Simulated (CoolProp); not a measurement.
Carbonyl sulfide along the isotherm 389.4 K: density (kg/m³) from the reference equation and from simpler models built on Tc = 378.8 K, pc = 6369 kPa, ω = 0.098; each cubic takes its own stable root.

The numbers come from the reference Helmholtz-energy equation of state, Lemmon 2006 in CoolProp. It is a short technical equation, of lower accuracy than the large ones.

```tsv
p (kPa)	phase	reference
158	gas	2.954
281	gas	5.286
500	gas	9.511
889	gas	17.26
1580	gas	31.89
2810	gas	61.48
5000	gas	134.3
8890	supercritical	622.4
15800	supercritical	772.1
28100	supercritical	864.8
50000	supercritical	950.0
```

Q: How far does each simpler model (van der Waals, Redlich-Kwong, Soave-Redlich-Kwong, Peng-Robinson) lie from the reference over these 11 states: mean and median of the absolute difference, and the worst?

A: 
- van der Waals: mean 9.7 %, median 1.6 %, worst -25.4 % at 389.4 K and 15800 kPa
- Redlich-Kwong: mean 3.1 %, median 0.2 %, worst -14.4 % at 389.4 K and 8890 kPa
- Soave-Redlich-Kwong: mean 3.3 %, median 0.1 %, worst -15.6 % at 389.4 K and 8890 kPa
- Peng-Robinson: mean 2.4 %, median 1.1 %, worst -7.6 % at 389.4 K and 8890 kPa
